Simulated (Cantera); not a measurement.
Input: 1 mol SiHCl₃, 4.7 mol NH₃, held at 1598.15 K and 1.00 Torr.

Method: chemical equilibrium by Gibbs-energy minimisation in Cantera with the NASA 1993 tables (ideal gas, pure condensed phases). The tables' values for SiCl₃, SiCl are old estimates; treat these amounts as uncertain. Kinetics and transport are ignored.

```
species       before     after
----------  --------  --------
H₂             0.605     0.604
N₂             0.206     0.206
HCl            0.114     0.114
H            0.00114   0.00171
SiCl₃       0.000542  0.000362
SiCl₂         0.0737    0.0738
Si           7.04e-5  0.000159
SiCl        0.000125  0.000188
Cl          0.000169  0.000254
Si(s), mol     0.151     0.150
```
Gas species are given as mole fractions.

Q: What was changed between the two runs?
(A) pressure from 1.00 Torr to 0.443 Torr
(B) NH₃ from 4.7 to 41 mol
(C) NH₃ from 4.7 to 12 mol
(D) temperature from 1598.15 K to 2000 K

A: A, pressure from 1.00 Torr to 0.443 Torr
